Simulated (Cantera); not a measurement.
Cantera with NASA thermochemical tables; ideal gases at 1 bar, condensed phases pure. Values are per mole of reaction as written; species without (g) are pure solids or liquids, kept so even where they would boil at 1 bar.

3 NO2(g) → 2 O3(g) + 3 N(g)

| T (K) | ΔH° (kJ) | ΔS° (J/K) | ΔG° (kJ) | log10 K |
|---|---|---|---|---|
| 398 | 1602.0 | 225.9 | 1512.1 | -198.44 |
| 498 | 1604.7 | 232.1 | 1489.2 | -156.19 |
| 598 | 1607.3 | 236.7 | 1465.7 | -128.03 |
| 698 | [?] | [?] | [?] | [?] |
| 798 | [?] | [?] | [?] | [?] |
| 898 | [?] | [?] | [?] | [?] |

Question: Complete the blanks.

Answer: 
- 698, ΔH° (kJ): 1609.5
- 698, ΔS° (J/K): 240.2
- 698, ΔG° (kJ): 1441.9
- 698, log10 K: -107.90
- 798, ΔH° (kJ): 1611.5
- 798, ΔS° (J/K): 242.9
- 798, ΔG° (kJ): 1417.7
- 798, log10 K: -92.80
- 898, ΔH° (kJ): 1613.3
- 898, ΔS° (J/K): 245.0
- 898, ΔG° (kJ): 1393.3
- 898, log10 K: -81.04
